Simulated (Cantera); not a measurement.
An adiabatic, constant-volume homogeneous reactor starts with CH₄ : O₂ : N₂ = 1 : 1.67 : 15.7 (molar parts), equivalence ratio 1.2, at 1750 K and 760 Torr. Integrator tolerance rtol = 1e-08.

Detailed kinetics in Cantera: GRI-Mech 3.0 (53 species, 325 reactions).

Task: What does this change do: N2 15.7 to 4.8 parts?

Result: 
| quantity | before | after |
|---|---|---|
| time of steepest temperature rise | 0.281 ms | 0.125 ms |
| temperature at 3.00 s | 2666 K | 3070 K |
| equilibrium temperature | 2666 K | 3070 K |
| x(CH₄) at 3.00 s | <1e-12 (gas-phase equilibrium <1e-12) | <1e-12 (gas-phase equilibrium <1e-12) |
| x(O₂) at 3.00 s | 0.00273 (gas-phase equilibrium 0.00273) | 0.0154 (gas-phase equilibrium 0.0154) |
| x(NO) at 3.00 s | 0.00355 (gas-phase equilibrium 0.00355) | 0.0120 (gas-phase equilibrium 0.0120) |
| x(C₂H₂) at 3.00 s | <1e-12 (gas-phase equilibrium <1e-12) | <1e-12 (gas-phase equilibrium <1e-12) |
| x(NO₂) at 3.00 s | 3.84e-7 (gas-phase equilibrium 3.84e-7) | 2.52e-6 (gas-phase equilibrium 2.52e-6) |
| x(HCN) at 3.00 s | 2.19e-9 (gas-phase equilibrium 2.19e-9) | 1.92e-8 (gas-phase equilibrium 1.92e-8) |
| x(CH₂O) at 3.00 s | 3.07e-10 (gas-phase equilibrium 3.07e-10) | 3.48e-9 (gas-phase equilibrium 3.48e-9) |
Above 3000 K some thermodynamic fits are extrapolated.

Task: What does this change do: constant pressure in place of constant volume?

Result: 
| quantity | before | after |
|---|---|---|
| time of steepest temperature rise | 0.281 ms | 0.295 ms |
| temperature at 3.00 s | 2666 K | 2523 K |
| equilibrium temperature | 2666 K | 2523 K |
| x(CH₄) at 3.00 s | <1e-12 (gas-phase equilibrium <1e-12) | <1e-12 (gas-phase equilibrium <1e-12) |
| x(O₂) at 3.00 s | 0.00273 (gas-phase equilibrium 0.00273) | 0.00161 (gas-phase equilibrium 0.00161) |
| x(NO) at 3.00 s | 0.00355 (gas-phase equilibrium 0.00355) | 0.00216 (gas-phase equilibrium 0.00216) |
| x(C₂H₂) at 3.00 s | <1e-12 (gas-phase equilibrium <1e-12) | <1e-12 (gas-phase equilibrium <1e-12) |
| x(NO₂) at 3.00 s | 3.84e-7 (gas-phase equilibrium 3.84e-7) | 1.65e-7 (gas-phase equilibrium 1.65e-7) |
| x(HCN) at 3.00 s | 2.19e-9 (gas-phase equilibrium 2.19e-9) | 1.04e-9 (gas-phase equilibrium 1.04e-9) |
| x(CH₂O) at 3.00 s | 3.07e-10 (gas-phase equilibrium 3.07e-10) | 1.59e-10 (gas-phase equilibrium 1.59e-10) |
